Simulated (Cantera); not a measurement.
**Low-pressure radical oxidation in H2/O2**

An isothermal, constant-pressure homogeneous reactor starts with 25.9 % H2, 74.1 % O2, equivalence ratio 0.17, at 900 K and 0.0110 bar.

Cantera simulation using the H2/O2 subset of GRI-Mech 3.0, which has no nitrogen chemistry; the numbers are that mechanism's predictions, not measurements. Radical loss at walls, strong at low pressure, is not modelled. Below about 950 K walls govern HO2 and H2O2 in real vessels. The temperature is held fixed by assumption; the heat of reaction is taken as removed at once.

```tsv
t (s)	x H2	x O2	x H	x H2O	x O	x HO2	x OH
1.00e-6	0.259	0.741	<1e-12	<1e-12	<1e-12	<1e-12	<1e-12
5.34e-6	0.259	0.741	<1e-12	<1e-12	<1e-12	<1e-12	<1e-12
2.85e-5	0.259	0.741	2.04e-12	<1e-12	<1e-12	2.09e-12	<1e-12
0.000152	0.259	0.741	1.10e-11	1.46e-12	1.48e-12	1.12e-11	<1e-12
0.000811	0.259	0.741	1.29e-10	1.12e-10	3.93e-11	6.27e-11	1.19e-11
0.00433	0.259	0.741	8.13e-7	1.11e-6	2.67e-7	2.91e-8	7.78e-8
0.0231	0.00438	0.699	0.00370	0.289	0.00312	2.02e-5	0.00138
0.123	0.000197	0.702	5.88e-6	0.298	6.17e-5	3.71e-6	0.000101
0.658	9.18e-6	0.702	7.84e-8	0.298	3.34e-6	3.29e-7	2.56e-5
3.51	1.93e-7	0.702	1.30e-9	0.298	2.29e-7	2.30e-8	6.98e-6
18.7	7.71e-9	0.702	5.15e-11	0.298	2.75e-8	2.87e-9	2.40e-6
100	1.03e-9	0.702	3.18e-12	0.298	4.31e-9	5.04e-10	9.49e-7
```
x: mole fraction; the columns are a selection and need not sum to one.

Equilibrium at this temperature and pressure: H2 1.09e-11, O2 0.702, H <1e-12, H2O 0.298, O 4.33e-11, HO2 2.18e-10, OH 9.48e-8 (gas phase only).
